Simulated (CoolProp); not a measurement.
Vapour-liquid equilibrium of R143a (1) + R134a (2) at 0.781 bar; x and y are mole fractions of (1).

The numbers come from the multi-fluid Helmholtz-energy mixture model, Lemmon and Jacobsen 2000 and Tillner-Roth 1994; pair parameters Lemmon 2004 in CoolProp.

```
x     bubble temperature (K)  y at the bubble point  dew temperature at overall composition x (K)  liquid density (mol/L)
----  ----------------------  ---------------------  --------------------------------------------  ----------------------
0.05                   240.0                  0.117                                         240.9                   13.69
0.15                   237.1                  0.312                                         239.5                   13.75
0.25                   234.4                  0.467                                         238.0                   13.81
0.35                   232.0                  0.591                                         236.5                   13.86
0.45                   229.9                  0.691                                         234.7                   13.90
0.55                   227.8                  0.772                                         232.9                   13.94
0.65                   226.0                  0.839                                         230.8                   13.97
0.75                   224.3                  0.895                                         228.4                   14.00
0.85                   222.7                  0.942                                         225.7                   14.02
0.95                   221.3                  0.982                                         222.5                   14.04
```

No azeotrope shows between x = 0.05 and 0.95.

The pair parameters rest on a limited set of measurements; away from them the model extrapolates.
